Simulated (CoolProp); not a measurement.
Vapour-liquid equilibrium of R125 (1) + propane (2) at 0.128 MPa; x and y are mole fractions of (1).

Computed with CoolProp (multi-fluid Helmholtz-energy mixture model, Lemmon 2005 and Lemmon 2009; pair parameters Bell 2016).

Question: Give the bubble temperature and the first vapour's composition at x = 0.35, 0.5, 0.65. Is there an azeotrope?

Answer: x = 0.35: 223.0 K, y = 0.543; x = 0.5: 222.8 K, y = 0.562; x = 0.65: 222.8 K, y = 0.581. y crosses x between x = 0.5 and 0.65: the model has an azeotrope there.

The pair parameters rest on a limited set of measurements; away from them the model extrapolates. With so large a gap from Raoult's law the liquid may split in two, which this calculation doesn't test in full.
